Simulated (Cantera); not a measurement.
What does this Cantera script print?

```python
import numpy as np
import cantera as ct

gas = ct.Solution("gri30.yaml")
gas.TPX = 2150, 180000, {'CH4': 1, 'CO2': 0.31}
reactor = ct.IdealGasConstPressureReactor(gas, energy="off", clone=False)
net = ct.ReactorNet([reactor])
net.rtol, net.atol = 1e-08, 1e-18
show = ['CH4', 'CO2', 'HO2', 'CH2CO', 'HCO', 'H2']
times = np.geomspace(1e-06, 70, 15)

steps = ct.SolutionArray(gas, extra=["t"])
rows = []
print(f"{'t/s':>10s}{'T/K':>9s}{'P/Pa':>11s}" + "".join(f"{s:>11s}" for s in show))
for t in times:
    while net.time < t:
        t_next = net.step()
        steps.append(gas.state, t=t_next)
    rows.append([np.interp(t, steps.t, y) for y in (steps.T, steps.P, *steps(*show).X.T)])
    print(f"{t:10.3e}{rows[-1][0]:9.1f}{rows[-1][1]:11.4g}" + "".join(f"{x:11.3e}" for x in rows[-1][2:]))
rate = np.gradient(steps.T, steps.t)
print("integrator steps:", len(steps.t))
if steps.T.max() > steps.T[0] + 200:
    print(f"time of steepest temperature rise: {steps.t[rate.argmax()]:.4e} s")
gas.TPX = 2150, 180000, {'CH4': 1, 'CO2': 0.31}
gas.equilibrate("TP")
print(f"equilibrium (TP): T = {gas.T:.1f} K  " + "  ".join(f"{s} {gas[s].X[0]:.3e}" for s in show))
```

Output:

```
       t/s      T/K       P/Pa        CH4        CO2        HO2      CH2CO        HCO         H2
 1.000e-06   2150.0    1.8e+05  7.474e-01  2.352e-01  2.363e-12  5.846e-10  5.792e-08  6.138e-03
 3.634e-06   2150.0    1.8e+05  6.788e-01  2.290e-01  4.304e-12  9.412e-08  2.846e-06  4.564e-02
 1.320e-05   2150.0    1.8e+05  3.746e-01  1.840e-01  1.354e-11  9.510e-06  5.674e-06  2.871e-01
 4.798e-05   2150.0    1.8e+05  1.462e-01  1.167e-01  2.640e-11  5.657e-05  1.649e-06  4.806e-01
 1.744e-04   2150.0    1.8e+05  4.450e-02  4.019e-02  2.841e-11  1.156e-04  5.176e-07  5.189e-01
 6.336e-04   2150.0    1.8e+05  1.584e-02  5.813e-03  1.484e-11  1.085e-04  3.015e-07  5.374e-01
 2.302e-03   2150.0    1.8e+05  1.015e-02  2.917e-03  2.930e-12  4.343e-05  2.673e-07  5.838e-01
 8.367e-03   2150.0    1.8e+05  4.465e-03  4.206e-04  4.840e-14  5.809e-06  2.727e-07  6.205e-01
 3.040e-02   2150.0    1.8e+05  2.155e-03  8.707e-07  2.100e-19  5.844e-07  2.766e-07  6.275e-01
 1.105e-01   2150.0    1.8e+05  2.145e-03  1.269e-07  5.401e-21  5.738e-07  2.766e-07  6.275e-01
 4.015e-01   2150.0    1.8e+05  2.145e-03  1.269e-07  5.401e-21  5.738e-07  2.766e-07  6.275e-01
 1.459e+00   2150.0    1.8e+05  2.145e-03  1.269e-07  5.401e-21  5.738e-07  2.766e-07  6.275e-01
 5.301e+00   2150.0    1.8e+05  2.145e-03  1.269e-07  5.401e-21  5.738e-07  2.766e-07  6.275e-01
 1.926e+01   2150.0    1.8e+05  2.145e-03  1.269e-07  5.401e-21  5.738e-07  2.766e-07  6.275e-01
 7.000e+01   2150.0    1.8e+05  2.145e-03  1.269e-07  5.401e-21  5.738e-07  2.766e-07  6.275e-01
integrator steps: 1631
equilibrium (TP): T = 2150.0 K  CH4 2.145e-03  CO2 1.273e-07  HO2 5.432e-21  CH2CO 5.740e-07  HCO 2.766e-07  H2 6.275e-01
```

Computed with Cantera and GRI-Mech 3.0 (53 species, 325 reactions). GRI-Mech 3.0 stops at C3 and has no aromatics, soot or wall deposition, so with more carbon than oxygen in the feed, carbon stays in small species such as C2H2 where larger ones or solid carbon would form.
